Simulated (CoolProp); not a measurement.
Vapour-liquid equilibrium of fluoroethane (R161) (1) + R227EA (2) at -85.45 °C; x and y are mole fractions of (1).

Model: multi-fluid Helmholtz-energy mixture model, Wu 2012 and Lemmon 2016; pair parameters Bell 2016, in CoolProp.

| x | bubble pressure (MPa) | y at the bubble point | dew pressure at overall composition x (MPa) | liquid density (mol/L) |
|---|---|---|---|---|
| 0.05 | 0.001303 | 0.079 | 0.001289 | 10.62 |
| 0.15 | 0.001461 | ___ | 0.001345 | 11.17 |
| 0.25 | 0.001760 | 0.510 | 0.001423 | 11.76 |
| 0.35 | 0.002195 | 0.684 | 0.001526 | 12.40 |
| 0.45 | 0.002727 | 0.802 | 0.001660 | 13.10 |
| 0.55 | 0.003309 | 0.876 | 0.001839 | 13.85 |
| 0.65 | 0.003897 | 0.924 | 0.002087 | 14.68 |
| 0.75 | 0.004466 | 0.955 | 0.002456 | 15.59 |
| 0.85 | 0.005003 | 0.977 | ___ | 16.61 |
| 0.95 | ___ | 0.993 | 0.004353 | 17.74 |

### Question
Fill in the missing entries.

### Answer

- 0.15, y at the bubble point: 0.290
- 0.85, dew pressure at overall composition x (MPa): 0.003068
- 0.95, bubble pressure (MPa): 0.005516

No azeotrope shows between x = 0.05 and 0.95.

The pair parameters rest on a limited set of measurements; away from them the model extrapolates.
